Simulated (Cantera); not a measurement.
Cantera with NASA thermochemical tables; ideal gases at 1 bar, condensed phases pure. Values are per mole of reaction as written; species without (g) are pure solids or liquids, kept so even where they would boil at 1 bar.

N2(g) + SF6(g) = 2 NF3(g) + S

```json
[
 {"T (K)": "725", "ΔH° (kJ)": "964.5", "ΔS° (J/K)": "86.4", "ΔG° (kJ)": "901.8", "log10 K": "-64.97"},
 {"T (K)": "775", "ΔH° (kJ)": "964.9", "ΔS° (J/K)": "87.0", "ΔG° (kJ)": "897.5", "log10 K": "-60.49"},
 {"T (K)": "825", "ΔH° (kJ)": "___", "ΔS° (J/K)": "___", "ΔG° (kJ)": "___", "log10 K": "___"},
 {"T (K)": "875", "ΔH° (kJ)": "___", "ΔS° (J/K)": "___", "ΔG° (kJ)": "___", "log10 K": "___"},
 {"T (K)": "925", "ΔH° (kJ)": "966.6", "ΔS° (J/K)": "89.0", "ΔG° (kJ)": "884.3", "log10 K": "-49.94"},
 {"T (K)": "975", "ΔH° (kJ)": "967.2", "ΔS° (J/K)": "89.7", "ΔG° (kJ)": "879.8", "log10 K": "-47.13"},
 {"T (K)": "1025", "ΔH° (kJ)": "967.8", "ΔS° (J/K)": "90.2", "ΔG° (kJ)": "875.3", "log10 K": "-44.61"},
 {"T (K)": "1075", "ΔH° (kJ)": "968.3", "ΔS° (J/K)": "90.6", "ΔG° (kJ)": "870.8", "log10 K": "-42.31"}
]
```

Problem. Some entries are withheld; supply them.

Solution. 
- 825, ΔH° (kJ): 965.4
- 825, ΔS° (J/K): 87.6
- 825, ΔG° (kJ): 893.1
- 825, log10 K: -56.55
- 875, ΔH° (kJ): 966.0
- 875, ΔS° (J/K): 88.3
- 875, ΔG° (kJ): 888.7
- 875, log10 K: -53.05
